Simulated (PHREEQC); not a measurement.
A solution holds 0.0044 mol/kgw HF and 0.0025 mol/kgw NH4HF2, at 25 °C. Closed to the air; pH follows from the charge balance.

Model: ion-association model, phreeqc.dat, run in PHREEQC.

No solid was allowed to form.

Task: Order these F species by the share of F that they hold, largest first: F-, HF, HF2-.

Result: HF (60 %), F- (38 %), HF2- (1.7 %)

The pH is 2.95 and the ionic strength 0.00368 mol/kgw. Complexes and solids missing from the database can't appear.
